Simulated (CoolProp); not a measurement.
n-perfluorohexane along the isotherm 176.85 °C: Z from the reference equation and from simpler models built on Tc = 174.9 °C, pc = 17.42 bar, ω = 0.497; each cubic takes its own stable root.

Values from CoolProp's reference Helmholtz-energy equation of state, Gao 2022.

```
p (bar)  phase  reference  Pitzer virial  van der Waals  Redlich-Kwong  Peng-Robinson
-------  -----  ---------  -------------  -------------  -------------  -------------
0.581      gas     0.9884         0.9883         0.9901         0.9887         0.9875
1.16       gas     0.9767         0.9767         0.9801         0.9773         0.9748
1.74       gas     0.9647         0.9651         0.9699         0.9657         0.9620
2.32       gas     0.9525         0.9535         0.9595         0.9539         0.9490
2.9        gas     0.9401         0.9418         0.9490         0.9419         0.9359
3.48       gas     0.9274         0.9302         0.9382         0.9297         0.9225
4.06       gas     0.9145         0.9186         0.9272         0.9173         0.9090
4.64       gas     0.9013         0.9069         0.9159         0.9046         0.8952
5.22       gas     0.8878         0.8953         0.9044         0.8918         0.8812
5.81       gas     0.8738         0.8835         0.8925         0.8784         0.8668
6.39       gas     0.8596         0.8719         0.8804         0.8650         0.8523
6.97       gas     0.8451         0.8602         0.8681         0.8513         0.8375
7.55       gas     0.8302         0.8486         0.8554         0.8372         0.8224
8.13       gas     0.8149         0.8370         0.8424         0.8228         0.8070
8.71       gas     0.7991         0.8253         0.8289         0.8080         0.7913
```
